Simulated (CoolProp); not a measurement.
Vapour-liquid equilibrium of toluene (1) + o-xylene (2) at 0.327 MPa; x and y are mole fractions of (1).

The numbers come from the multi-fluid Helmholtz-energy mixture model, Lemmon 2006 and Zhou 2012; pair parameters Bell 2016 in CoolProp.

```csv
x,bubble temperature (K),y at the bubble point,dew temperature at overall composition x (K),liquid density (mol/L)
0.05,465.6,0.091,466.7,___
0.2,458.7,0.329,462.6,6.985
0.35,452.2,0.521,___,7.155
0.5,446.4,___,453.0,___
0.65,441.1,0.794,___,7.496
0.8,___,___,440.9,7.668
0.95,432.2,___,433.5,7.844
```

Some entries are withheld; supply them.


- 0.05, liquid density (mol/L): 6.814
- 0.35, dew temperature at overall composition x (K): 458.0
- 0.5, y at the bubble point: 0.673
- 0.5, liquid density (mol/L): 7.326
- 0.65, dew temperature at overall composition x (K): 447.3
- 0.8, bubble temperature (K): 436.4
- 0.8, y at the bubble point: 0.893
- 0.95, y at the bubble point: 0.975

No azeotrope shows between x = 0.05 and 0.95.

Pair parameters are fitted to limited data, so mixtures are less certain than the pure fluids.
